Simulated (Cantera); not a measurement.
A Cantera script and its output.

```python
import numpy as np
import cantera as ct

gas = ct.Solution("h2o2.yaml")
gas.TPX = 650, 390000, {'H2': 1, 'O2': 0.312, 'N2': 1.17}
flame = ct.FreeFlame(gas, width=0.015)
flame.set_refine_criteria(ratio=3, slope=0.08, curve=0.16)
flame.transport_model = "mixture-averaged"
flame.solve(loglevel=0, auto=True)
z, T = flame.grid, flame.T
thick = (T[-1] - T[0]) / np.gradient(T, z).max()
show = ['H2', 'O2', 'H2O2', 'H2O', 'H', 'HO2']
print(f"laminar burning velocity  {flame.velocity[0] * 100:.3f} cm/s")
print(f"burnt temperature         {T[-1]:.1f} K")
print(f"thermal thickness         {thick * 1e3:.4f} mm")
print(f"grid points               {len(z)}")
z0 = z[flame.heat_release_rate.argmax()]
print(f"{'z/mm':>9s}{'T/K':>9s}{'u/(m/s)':>9s}" + "".join(f"{s:>11s}" for s in show))
rows = []
for k in (-3, -2, -1.5, -1, -0.5, -0.25, 0, 0.25, 0.5, 1, 2, 4, 8):
    zz = z0 + k * thick
    rows.append([k * thick, np.interp(zz, z, T), np.interp(zz, z, flame.velocity),
                 *(np.interp(zz, z, flame.X[gas.species_index(s)]) for s in show)])
    print(f"{rows[-1][0] * 1e3:9.3f}{rows[-1][1]:9.1f}{rows[-1][2]:9.3f}" + "".join(f"{x:11.3e}" for x in rows[-1][3:]))
```

Result:

```
laminar burning velocity  1100.154 cm/s
burnt temperature         2483.1 K
thermal thickness         0.0803 mm
grid points               116
     z/mm      T/K  u/(m/s)         H2         O2       H2O2        H2O          H        HO2
   -0.241    650.0   11.002  4.029e-01  1.257e-01  7.526e-15  5.094e-12  1.162e-15  4.862e-12
   -0.161    650.0   11.002  4.029e-01  1.257e-01  7.315e-13  3.892e-10  3.665e-13  4.667e-10
   -0.120    650.0   11.001  4.029e-01  1.257e-01  2.810e-11  1.066e-08  1.042e-10  1.706e-08
   -0.080    650.1   11.002  4.028e-01  1.257e-01  2.301e-09  5.718e-07  3.871e-08  1.084e-06
   -0.040    678.6   11.396  3.969e-01  1.259e-01  6.435e-06  1.120e-03  2.008e-04  4.666e-04
   -0.020    925.8   15.126  3.610e-01  1.194e-01  3.209e-05  2.311e-02  6.302e-03  5.083e-04
    0.000   1367.8   21.656  2.697e-01  8.321e-02  1.028e-05  1.031e-01  3.478e-02  2.339e-04
    0.020   1689.3   26.401  1.834e-01  3.221e-02  3.070e-06  1.993e-01  6.295e-02  8.540e-05
    0.040   1846.9   28.658  1.525e-01  1.081e-02  1.795e-06  2.403e-01  6.872e-02  2.755e-05
    0.080   1994.8   30.675  1.470e-01  3.083e-03  9.904e-07  2.575e-01  5.997e-02  7.770e-06
    0.161   2134.3   32.500  1.526e-01  1.600e-03  5.496e-07  2.648e-01  4.522e-02  3.996e-06
    0.321   2256.4   34.043  1.581e-01  8.563e-04  3.161e-07  2.715e-01  3.154e-02  2.141e-06
    0.643   2352.1   35.219  1.624e-01  3.916e-04  1.803e-07  2.773e-01  2.057e-02  9.868e-07
```

Computed with Cantera and the H2/O2 subset of GRI-Mech 3.0, which has no nitrogen chemistry. The hydrogen kinetics of GRI-Mech 3.0 are dated; newer H2 mechanisms differ, most at raised pressure. Burning velocities carry a grid error of a few per cent, more on coarse grids.
